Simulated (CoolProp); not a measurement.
n-hexane at 293.15 K and 0.0129 MPa is throttled through a valve to 0.0016 MPa with no heat exchange. Each further row changes one setting.

Values from CoolProp's reference Helmholtz-energy equation of state, Thol 2019.

| case | temperature change (K) | final density (kg/m³) |
|---|---|---|
| as stated | -0.6 | ? |
| outlet pressure 0.00048 MPa | -0.6 | ? |
| outlet pressure 0.00208 MPa | ? | ? |

Q: What belongs in the gaps?

A: 
- as stated, final density (kg/m³): 0.0568
- outlet pressure 0.00048 MPa, final density (kg/m³): 0.0170
- outlet pressure 0.00208 MPa, temperature change (K): -0.5
- outlet pressure 0.00208 MPa, final density (kg/m³): 0.0738
